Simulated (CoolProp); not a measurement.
Vapour-liquid equilibrium of R134a (1) + R141b (2) at 0.098 bar; x and y are mole fractions of (1).

Values from CoolProp's multi-fluid Helmholtz-energy mixture model, Tillner-Roth 1994 and Lemmon 2006; pair parameters Bell 2016.

```tsv
x	bubble temperature, mixture model (K)	bubble temperature, Raoult's law (K)	y, mixture model	y, Raoult's law
0.05	…	243.2	…	0.432
0.2	220.4	228.5	…	0.815
0.35	214.2	220.8	0.944	0.914
0.5	…	215.7	…	0.956
0.65	…	212.0	0.972	0.977
0.8	…	209.1	0.981	0.990
0.95	206.6	206.7	0.994	0.998
```

Complete the blanks.


- 0.05, bubble temperature, mixture model (K): 237.5
- 0.05, y, mixture model: 0.597
- 0.2, y, mixture model: 0.894
- 0.5, bubble temperature, mixture model (K): 211.2
- 0.5, y, mixture model: 0.962
- 0.65, bubble temperature, mixture model (K): 209.5
- 0.8, bubble temperature, mixture model (K): 208.1

The largest gap from Raoult's law is -8.1 K in bubble temperature, at x = 0.2. No azeotrope shows between x = 0.05 and 0.95.

Pair parameters are fitted to limited data, so mixtures are less certain than the pure fluids.
